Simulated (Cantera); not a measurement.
Charge: 1 mol SiCl₄, 1.8 mol Cl₂, 1.5 mol H₂, 0.82 mol HCl, at 948 K and 1 atm.

Cantera equilibrium calculation (NASA polynomials, part measured and part estimated; ideal gas, pure solids and liquids). Candidate condensed phases: Si; 19 gas species. Equilibrium is a limit: real reactors are often held back by kinetics, nucleation or transport.

Base state: HCl 0.746, SiCl₄ 0.195, Cl₂ 0.0586, Cl 4.11e-5 (mole fractions); condensed: gas only.

Question: What changes in the equilibrium state with this change: temperature from 948 K to 1498.15 K?

Answer: 
```csv
species,before,after
HCl,0.746,0.741
SiCl₄,0.195,0.194
Cl₂,0.0586,0.0517
Cl,4.11e-5,0.0130
SiCl₃,<1e-9,2.53e-5
```
The tables' values for SiCl₃ are old estimates; treat these amounts as uncertain.

Question: What changes in the equilibrium state with this change: SiCl₄ replaced by Si?

Answer: 
```json
[
 {"species": "H₂", "before": "<1e-9", "after": "0.539"},
 {"species": "SiCl₄", "before": "0.195", "after": "0.315"},
 {"species": "HCl", "before": "0.746", "after": "0.140"},
 {"species": "Cl₂", "before": "0.0586", "after": "<1e-9"},
 {"species": "SiHCl₃", "before": "<1e-9", "after": "0.00546"},
 {"species": "SiCl₃", "before": "<1e-9", "after": "6.34e-5"}
]
```
The tables' values for SiCl₃ are old estimates; treat these amounts as uncertain.
